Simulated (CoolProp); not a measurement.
Saturation properties of n-octane.

Computed with CoolProp (reference Helmholtz-energy equation of state, Beckmüller 2019).

```csv
T (°C),p (kPa),liquid density (kg/m³),vapour Z
60.85,10.88,668.9,0.9886
82.95,26.03,650.0,0.9785
104.95,54.92,630.4,0.9634
127.05,105.3,609.9,0.9422
149.15,186.5,588.0,0.9140
171.15,308.5,564.7,0.8780
193.25,484.8,539.2,0.8329
215.35,728.7,510.6,0.7770
237.35,1054,477.4,0.7081
259.45,1484,436.0,0.6194
281.55,2041,374.9,0.4924
```

It boils at 125.6 °C under 1 atm.
